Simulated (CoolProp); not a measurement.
n-hexane at 293.15 K and 14.4 MPa is throttled through a valve to 8.99 MPa with no heat exchange. Each further row changes one setting.

Model: reference Helmholtz-energy equation of state, Thol 2019, in CoolProp.

| case | temperature change (K) | final density (kg/m³) |
|---|---|---|
| as stated | (withheld) | (withheld) |
| outlet pressure 2.7 MPa | (withheld) | (withheld) |
| outlet pressure 11.7 MPa | (withheld) | (withheld) |

Some entries are withheld; supply them.


- as stated, temperature change (K): +2.3
- as stated, final density (kg/m³): 666
- outlet pressure 2.7 MPa, temperature change (K): +4.9
- outlet pressure 2.7 MPa, final density (kg/m³): 658
- outlet pressure 11.7 MPa, temperature change (K): +1.2
- outlet pressure 11.7 MPa, final density (kg/m³): 670
